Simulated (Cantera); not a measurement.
An isothermal plug-flow reactor at 550 K and 0.434 atm (inlet), inlet velocity 4.1 m/s, active area per volume 160 1/m; feed 0.791 % H₂, 11.1 % O₂, 88.1 % N₂, equivalence ratio 0.035.

Computed with Cantera and Deutschmann's 1995 Pt surface mechanism with GRI-Mech 3.0 gas chemistry. Catalytic surfaces can have several steady states; this one follows from the mechanism file's or the stated starting coverage. Mass transfer to the wall is taken as infinitely fast.

x: gas mole fraction; θ: surface coverage.

| z (m) | x H₂ | x O₂ | x H₂O | θ free Pt | θ O* | θ OH* |
|---|---|---|---|---|---|---|
| 0.00036 | 0.00758 | 0.111 | 0.000333 | 0.106 | 0.886 | 0.00817 |
| 0.00078 | 0.00723 | 0.111 | 0.000689 | 0.101 | 0.891 | 0.00827 |
| 0.0017 | 0.00656 | 0.111 | 0.00136 | 0.0920 | 0.900 | 0.00838 |
| 0.0036 | ? | 0.110 | ? | ? | 0.914 | 0.00838 |
| 0.0078 | 0.00404 | 0.110 | 0.00389 | 0.0573 | 0.935 | 0.00798 |
| 0.017 | 0.00255 | 0.109 | 0.00539 | 0.0364 | 0.957 | 0.00697 |
| 0.036 | ? | 0.109 | ? | ? | 0.974 | ? |

Problem. Complete the blanks.

Solution. 
- 0.0036, x H₂: 0.00549
- 0.0036, x H₂O: 0.00243
- 0.0036, θ free Pt: 0.0775
- 0.036, x H₂: 0.00144
- 0.036, x H₂O: 0.00650
- 0.036, θ free Pt: 0.0207
- 0.036, θ OH*: 0.00559
